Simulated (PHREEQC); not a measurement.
**Metal-bearing waste water**

Make-up at 50 °C: 0.43 mmol/kgw CdCl2, 0.27 mmol/kgw NaHCO3 and 13 mmol/kgw Na2SO4. Closed to the air; pH follows from the charge balance.

Equilibrium calculation in PHREEQC: ion-association model, phreeqc.dat.

No solid was allowed to form.

### Question
Predict the pH.

### Answer
pH 7.68.

### Question
In which forms is Cd present?

### Answer
Cd+2 49 %, CdSO4 44 %, Cd(SO4)2-2 5.1 %, CdCl+ 2.0 %, CdOH+ 0.6 % of the Cd.

Examples of supersaturated solids here: Otavite. Others may be too. Species that the database lacks are ignored. At this temperature some constants are extrapolated from 25 °C, and those without enthalpy data are left unchanged.
